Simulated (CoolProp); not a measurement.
R115 along the isobar 10.2 bar: fugacity coefficient from the reference equation and from simpler models built on Tc = 80.0 °C, pc = 31.29 bar, ω = 0.248; each cubic takes its own stable root.

Values from CoolProp's reference Helmholtz-energy equation of state, Lemmon 2016.

```tsv
T (°C)	phase	reference
57.95	gas	0.8693
82.05	gas	0.8966
106.15	gas	0.9171
130.35	gas	0.9329
154.45	gas	0.9453
178.55	gas	0.9552
202.75	gas	0.9633
226.85	gas	0.9699
```

Task: How far does each simpler model (van der Waals, Redlich-Kwong) lie from the reference over these 8 states: mean and median of the absolute difference, and the worst?

Result: 
- van der Waals: mean 0.8 %, median 0.8 %, worst +2.1 % at 57.95 °C and 10.2 bar
- Redlich-Kwong: mean 0.6 %, median 0.7 %, worst -0.8 % at 226.85 °C and 10.2 bar
